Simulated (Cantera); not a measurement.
A closed system holds: 1 mol CH2F2, 0.017 mol HCl, at 2450 K.

These are equilibrium values from Cantera (NASA tables, ideal gas, pure condensed phases), not measurements of a reactor. Candidate condensed phases: C, C6H6, C7H8, C8H18; 118 gas species. The numbers say what is thermodynamically allowed, not how fast it happens.

log p: log10 of the partial pressure in bar; n: condensed amount in mol.

```
P (Pa)  log p HF  log p H  log p F  log p C3  n C(graphite)
------  --------  -------  -------  --------  -------------
1          -5.26    -5.68    -5.71     -6.65          0.772
6.80       -4.27    -5.18    -5.21     -6.65          0.967
46           ___      ___      ___     -6.65          0.994
320          ___      ___      ___     -6.65          0.998
2200       -1.67    -3.85    -3.95     -6.65          0.999
15000      -0.83    -3.46    -3.50     -6.65          1.000
100000     -0.01    -3.12    -3.02     -6.65          1.000
```

Question: Complete the blanks.

Answer: 
- 320, log p HF: -2.51
- 320, log p H: -4.28
- 320, log p F: -4.37
- 46, log p HF: -3.38
- 46, log p H: -4.73
- 46, log p F: -4.78
